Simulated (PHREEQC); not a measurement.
A solution holds 20 mmol/kgw ZnCl2, 0.18 mmol/kgw Na2SO4 and 1.8 mmol/kgw FeSO4, at 20 °C. Closed to the air; pH follows from the charge balance.

Computed with PHREEQC (ion-association model, phreeqc.dat).

| Property | Result |
|---|---|
| pH | 5.44 |
| ionic strength | 0.0626 mol/kgw |
| specific conductance | 3840 µS/cm |
| density | 1.001 g/cm³ |

| species | molality | activity | log γ |
|---|---|---|---|
| Cl- | 0.0392 | 0.0314 | -0.096 |
| Zn+2 | 0.0185 | 0.00807 | -0.359 |
| Fe+2 | 0.00170 | 0.000778 | -0.339 |
| SO4-2 | 0.00107 | 0.000466 | -0.362 |
| ZnSO4 | 0.000835 | 0.000847 | 0.006 |
| ZnCl+ | 0.000680 | 0.000546 | -0.095 |
| Na+ | 0.000359 | 0.000292 | -0.090 |
| FeSO4 | 5.79e-5 | 5.87e-5 | 0.006 |

This is a speciation only: nothing precipitates in the calculation. Species that the database lacks are ignored.
